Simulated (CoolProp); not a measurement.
Saturated liquid density (kg/m³) of cis-2-butene: the reference equation beside estimates from Tc = 435.8 K, pc = 4236 kPa, ω = 0.202.

Values from CoolProp's reference Helmholtz-energy equation of state, Lemmon 2005. It is a short technical equation, of lower accuracy than the large ones.

| T (K) | reference | van der Waals | Redlich-Kwong | Soave-Redlich-Kwong |
|---|---|---|---|---|
| 345 | 554.6 | 341.4 | 483.8 | 502.0 |
| 350.6 | 546.4 | 336.2 | 474.3 | 492.6 |
| 356.2 | 537.9 | 330.8 | 464.6 | 482.8 |
| 361.7 | 529.3 | 325.3 | 454.7 | 472.8 |
| 367.3 | 520.2 | 319.5 | 444.1 | 462.1 |
| 372.9 | 510.7 | 313.4 | 433.2 | 450.9 |
| 378.5 | 500.7 | 307.0 | 421.7 | 439.1 |
| 384.1 | 490.2 | 300.3 | 409.7 | 426.6 |
| 389.7 | 479.0 | 293.2 | 397.0 | 413.4 |
| 395.3 | 467.2 | 285.6 | 383.5 | 399.2 |
| 400.8 | 454.6 | 277.7 | 369.4 | 384.3 |
| 406.4 | 440.6 | 269.0 | 354.0 | 367.9 |

Absolute difference from the reference over all 12 rows, mean and median: van der Waals 38.7 and 38.7 %, Redlich-Kwong 15.8 and 15.5 %, Soave-Redlich-Kwong 12.4 and 12.0 %.
